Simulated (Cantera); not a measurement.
A Cantera script and its output.

```python
import numpy as np
import cantera as ct

gas = ct.Solution("gri30.yaml")
gas.TPX = 1198, 500000, {'CH3OH': 1, 'O2': 1.92, 'N2': 7.23}
reactor = ct.IdealGasConstPressureReactor(gas, energy="on", clone=False)
net = ct.ReactorNet([reactor])
net.rtol, net.atol = 1e-08, 1e-16
show = ['CH3OH', 'O2', 'HO2', 'H2', 'OH', 'C2H', 'CH2']
times = np.geomspace(7e-06, 0.1, 11)

steps = ct.SolutionArray(gas, extra=["t"])
rows = []
print(f"{'t/s':>10s}{'T/K':>9s}{'P/Pa':>11s}" + "".join(f"{s:>11s}" for s in show))
for t in times:
    while net.time < t:
        t_next = net.step()
        steps.append(gas.state, t=t_next)
    rows.append([np.interp(t, steps.t, y) for y in (steps.T, steps.P, *steps(*show).X.T)])
    print(f"{t:10.3e}{rows[-1][0]:9.1f}{rows[-1][1]:11.4g}" + "".join(f"{x:11.3e}" for x in rows[-1][2:]))
rate = np.gradient(steps.T, steps.t)
print("integrator steps:", len(steps.t))
if steps.T.max() > steps.T[0] + 200:
    print(f"time of steepest temperature rise: {steps.t[rate.argmax()]:.4e} s")
gas.TPX = 1198, 500000, {'CH3OH': 1, 'O2': 1.92, 'N2': 7.23}
gas.equilibrate("HP")
print(f"equilibrium (HP): T = {gas.T:.1f} K  " + "  ".join(f"{s} {gas[s].X[0]:.3e}" for s in show))
```

Result:

```
       t/s      T/K       P/Pa      CH3OH         O2        HO2         H2         OH        C2H        CH2
 7.000e-06   1198.0      5e+05  9.852e-02  1.892e-01  1.137e-07  6.769e-08  2.425e-10  8.555e-29  3.868e-11
 1.822e-05   1198.0      5e+05  9.852e-02  1.892e-01  3.249e-07  1.838e-07  2.456e-10  2.265e-28  3.868e-11
 4.743e-05   1198.0      5e+05  9.852e-02  1.892e-01  9.027e-07  4.971e-07  2.493e-10  6.018e-28  3.868e-11
 1.235e-04   1198.0      5e+05  9.852e-02  1.892e-01  2.396e-06  1.359e-06  2.732e-10  1.736e-27  3.868e-11
 3.214e-04   1198.0      5e+05  9.851e-02  1.892e-01  6.115e-06  4.143e-06  4.821e-10  8.158e-27  3.868e-11
 8.367e-04   1198.1      5e+05  9.846e-02  1.891e-01  1.587e-05  1.972e-05  2.134e-09  1.011e-25  3.872e-11
 2.178e-03   1201.2      5e+05  9.673e-02  1.882e-01  1.128e-04  5.350e-04  1.018e-07  2.872e-23  4.205e-11
 5.669e-03   2580.7      5e+05  4.345e-17  3.905e-02  9.844e-06  3.488e-03  1.079e-02  4.625e-22  2.774e-16
 1.476e-02   2575.8      5e+05  4.344e-17  3.755e-02  9.448e-06  3.482e-03  1.054e-02  4.369e-22  2.667e-16
 3.842e-02   2575.7      5e+05  4.344e-17  3.751e-02  9.440e-06  3.481e-03  1.053e-02  4.363e-22  2.665e-16
 1.000e-01   2575.7      5e+05  4.344e-17  3.751e-02  9.440e-06  3.481e-03  1.053e-02  4.363e-22  2.665e-16
integrator steps: 2104
time of steepest temperature rise: 2.7295e-03 s
equilibrium (HP): T = 2575.7 K  CH3OH 4.519e-17  O2 3.751e-02  HO2 9.440e-06  H2 3.481e-03  OH 1.053e-02  C2H 4.816e-22  CH2 3.388e-16
```

Detailed kinetics in Cantera: GRI-Mech 3.0 (53 species, 325 reactions). GRI-Mech 3.0 was tuned for natural gas; its chemistry of methanol as a main component is partial and can be far from experiment.
